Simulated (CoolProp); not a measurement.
Propylene at 272.56 K and 1.8 MPa flows at 2.7 m/s in a round tube of 10 mm bore and 0.25 µm roughness, fully developed (64/Re and Nu = 3.66 if laminar; Colebrook and Gnielinski if turbulent). Each further row changes one setting.

Computed with CoolProp (reference Helmholtz-energy equation of state, Lemmon 2013).

```tsv
case	Reynolds number	Darcy friction factor	pressure drop (Pa/m)	heat-transfer coefficient (W/(m² K))	mass flow (kg/h)
as stated	121000	0.0175	3500	5300	420
velocity 5.4 m/s	241000	0.0153	12300	9530	839
diameter 20 mm	241000	0.0152	1520	4740	1680
```

Viscosity comes from a separate model (Huber 2003), an estimate that may be off by 10 % or more. Thermal conductivity comes from a separate model (Huber 2003), an estimate that may be off by 10 % or more.
